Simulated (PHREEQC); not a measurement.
A solution holds 0.061 mol/kgw NH4HF2, 0.003 mol/kgw H2SiF6, 0.00016 mol/kgw H3AsO4 and 0.018 mol/kgw HCl, at 20 °C. Closed to the air; pH follows from the charge balance.

Equilibrium calculation in PHREEQC: ion-association model, wateq4f.dat.

This is a speciation only: nothing precipitates in the calculation.

Task: What pH, ionic strength does the model give?

Result: pH 2.79; ionic strength 0.0659 mol/kgw.

Task: In which forms is As present?

Result: H2AsO4- 80 %, H3AsO4 20 % of the As.

wateq4f.dat counts part of the HF as a dimer, H2F2, which phreeqc.dat doesn't know; its constant is uncertain. SiF6-2 is the database's only silicon fluoride.
